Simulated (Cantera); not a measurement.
Feed: 1 mol PbO, 3.3 mol CO, 38 mol N2, equilibrated at 1.00 bar.

Method: chemical equilibrium by Gibbs-energy minimisation in Cantera with the NASA 1993 tables (ideal gas, pure condensed phases). Candidate condensed phases: C, Pb, PbO, PbO2, Pb3O4; 27 gas species. The numbers say what is thermodynamically allowed, not how fast it happens.

Task: What share of the Pb ends up in condensed phases as a function of T (°C), at 727, 802, 877, 952, 1027, 1102, 1177, 1252?

Result: 
```csv
T (°C),Pb condensed (%),as
727,99.9,Pb(l)
802,99.7,Pb(l)
877,98.8,Pb(l)
952,96.1,Pb(l)
1027,89.1,Pb(l)
1102,72.7,Pb(l)
1177,37.5,Pb(l)
1252,0.0,-
```
